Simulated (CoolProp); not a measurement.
Tetradecamethylhexasiloxane (MD4M) at several states: fugacity coefficient from the reference equation and from simpler models built on Tc = 653.2 K, pc = 8.286 bar, ω = 0.800; each cubic takes its own stable root.

Model: reference Helmholtz-energy equation of state, Thol 2019, in CoolProp.

| T (K) | p (bar) | phase | reference |
|---|---|---|---|
| 337.2 | 4.55 | liquid | 6.337e-5 |
| 404.8 | 3.64 | liquid | 0.004762 |
| 556.5 | 2.21 | liquid | 0.6435 |

**Question.** How far does each simpler model (Redlich-Kwong, Peng-Robinson) lie from the reference over these 3 states: mean and median of the absolute difference, and the worst?

**Answer.** 
- Redlich-Kwong: mean 4107.2 %, median 1315.2 %, worst +10973.1 % at 337.2 K and 4.55 bar
- Peng-Robinson: mean 34.0 %, median 20.5 %, worst +78.8 % at 337.2 K and 4.55 bar

At some of these states Redlich-Kwong gives the other phase, because its saturation line lies elsewhere.
